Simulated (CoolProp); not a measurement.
CH2F2 (R32) along the isotherm 203.2 K: fugacity coefficient from the reference equation and from simpler models built on Tc = 351.3 K, pc = 5.783 MPa, ω = 0.277; each cubic takes its own stable root.

The numbers come from the reference Helmholtz-energy equation of state, Tillner-Roth 1997 in CoolProp.

```csv
p (MPa),phase,reference
0.241,liquid,0.1477
0.482,liquid,0.07428
0.723,liquid,0.04981
0.964,liquid,0.03758
1.2,liquid,0.03036
1.45,liquid,0.02528
1.69,liquid,0.02182
1.93,liquid,0.01922
2.17,liquid,0.01719
2.41,liquid,0.01557
2.65,liquid,0.01424
2.89,liquid,0.01314
```

**Question.** How far does each simpler model (Redlich-Kwong, Soave-Redlich-Kwong, Peng-Robinson) lie from the reference over these 12 states: mean and median of the absolute difference, and the worst?

**Answer.** 
- Redlich-Kwong: mean 123.1 %, median 123.1 %, worst +125.4 % at 203.2 K and 2.89 MPa
- Soave-Redlich-Kwong: mean 3.0 %, median 3.0 %, worst -3.9 % at 203.2 K and 0.241 MPa
- Peng-Robinson: mean 0.5 %, median 0.5 %, worst -0.9 % at 203.2 K and 0.241 MPa
